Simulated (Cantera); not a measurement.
An isothermal, constant-pressure homogeneous reactor starts with 6.38 % CH4, 93.6 % H2, at 2150 K and 0.0132 atm.

Model: GRI-Mech 3.0 (53 species, 325 reactions), integrated in Cantera. GRI-Mech 3.0 stops at C3 and has no aromatics, soot or wall deposition, so with more carbon than oxygen in the feed, carbon stays in small species such as C2H2 where larger ones or solid carbon would form. Radical loss at walls, strong at low pressure, is not modelled.

One state of this run: x CH4 = 0.0504; x H2 = 0.933; x H = 0.00647; x C2H6 = 9.01e-6; x CH3 = 0.00663; x C2H = 5.01e-7. x: mole fraction; the columns are a selection and need not sum to one.

### Question
Which value of t (s) does it belong to?
A. 0.000400
B. 0.00243
C. 0.0148
D. 0.0900

### Answer
B, 0.00243
